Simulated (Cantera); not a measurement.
A closed system holds: 1 mol B, 1.1 mol H₂O, 0.037 mol H₂, at 2700 Torr.

These are equilibrium values from Cantera (NASA tables, ideal gas, pure condensed phases), not measurements of a reactor. Candidate condensed phases: B, B₂O₃, B₃O₃H₃, H₂O; 23 gas species. Mutual solubility and eutectic melting of coexisting phases are not modelled. Equilibrium is a limit: real reactors are often held back by kinetics, nucleation or transport. All values below are at 1423 K.

Base state: H₂ 0.986, B₃O₃H₃ 0.0129, HBO 0.000776, HBO₂ 1.62e-5 (mole fractions); condensed: B(s) + B₂O₃(l).

Question: What changes in the equilibrium state with this change: pressure from 2700 Torr to 14.3 Torr?

Answer: 
```csv
species,before,after
H₂,0.986,0.987
HBO,0.000776,0.0107
B₂O₂,5.66e-6,0.00107
B₃O₃H₃,0.0129,0.000940
B₂O₃,1.14e-6,0.000216
BO,8.01e-8,1.52e-5
HBO₂,1.62e-5,0.000223
H,3.48e-6,4.79e-5
"B(s), mol",0.252,0.261
"B₂O₃(l), mol",0.352,0.360
```
